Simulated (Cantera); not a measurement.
A closed system holds: 1 mol H2S, 0.17 mol SO2, 50 mol N2, 0.11 mol O2, at 2998 K and 28.0 bar.

These are equilibrium values from Cantera (NASA tables, ideal gas, pure condensed phases), not measurements of a reactor. Candidate condensed phases: H2O, H2SO4, S; 35 gas species. The numbers say what is thermodynamically allowed, not how fast it happens.

Base state: N2 0.963, H2 0.0118, S2 0.00543, SO 0.00404, H2O 0.00397, S 0.00350, H 0.00322, SH 0.00249 (mole fractions); condensed: gas only.

Q: What changes in the equilibrium state with this change: temperature from 2998 K to 1748 K?

A: 
```tsv
species	before	after
N2	0.963	0.971
H2O	0.00397	0.00966
S2	0.00543	0.00894
H2	0.0118	0.00583
O	6.01e-5	<1e-9
NO	0.000325	8.60e-8
```
